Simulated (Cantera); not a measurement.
## Equilibrium for carbothermic reduction: PbO + C + H2 + CH4

A closed system holds: 1 mol PbO, 3.5 mol C, 0.45 mol H2, 0.43 mol CH4, held at 13300 Pa.

Cantera equilibrium calculation (NASA polynomials, part measured and part estimated; ideal gas, pure solids and liquids). Candidate condensed phases: C, C6H6, C7H8, C8H18, H2O, Pb, PbO, PbO2, Pb3O4; 113 gas species. The numbers say what is thermodynamically allowed, not how fast it happens.

| T (°C) | x H2 | x CO | x Pb | x H | x C2H2 (acetylene) | x Pb2 | n C(graphite) | n Pb(l) |
|---|---|---|---|---|---|---|---|---|
| 1200 | 0.487 | 0.372 | 0.141 | 2.42e-5 | 3.17e-6 | 4.97e-5 | 2.93 | 0.620 |
| 1275 | 0.403 | 0.308 | 0.288 | 5.36e-5 | 6.33e-6 | 0.000162 | 2.93 | 0.0626 |
| 1350 | 0.396 | 0.302 | 0.302 | 0.000119 | 1.38e-5 | 0.000143 | 2.93 | 0 |
| 1425 | 0.396 | 0.302 | 0.302 | 0.000249 | 2.85e-5 | 0.000116 | 2.93 | 0 |
| 1500 | 0.395 | 0.302 | 0.302 | 0.000490 | 5.54e-5 | 9.64e-5 | 2.93 | 0 |
| 1575 | 0.395 | 0.302 | 0.302 | 0.000913 | 0.000102 | 8.10e-5 | 2.93 | 0 |
| 1650 | 0.394 | 0.302 | 0.302 | 0.00162 | 0.000178 | 6.89e-5 | 2.93 | 0 |
| 1725 | 0.394 | 0.302 | 0.302 | 0.00276 | 0.000298 | 5.92e-5 | 2.93 | 0 |
| 1800 | 0.392 | 0.301 | 0.301 | 0.00451 | 0.000481 | 5.13e-5 | 2.93 | 0 |
| 1875 | 0.390 | 0.301 | 0.301 | 0.00713 | 0.000747 | 4.48e-5 | 2.92 | 0 |
| 1950 | 0.387 | 0.300 | 0.300 | 0.0109 | 0.00112 | 3.94e-5 | 2.92 | 0 |
| 2025 | 0.383 | 0.300 | 0.300 | 0.0162 | 0.00164 | 3.48e-5 | 2.92 | 0 |
| 2100 | 0.377 | 0.299 | 0.299 | 0.0235 | 0.00232 | 3.08e-5 | 2.91 | 0 |
| 2175 | 0.369 | 0.297 | 0.297 | 0.0331 | 0.00319 | 2.74e-5 | 2.91 | 0 |
x: gas mole fraction; n: condensed amount in mol.

From 1200 °C to 1275 °C the condensed part is C(graphite) + Pb(l). From 1350 °C to 2175 °C the condensed part is C(graphite). The main Pb-bearing gas is Pb throughout.
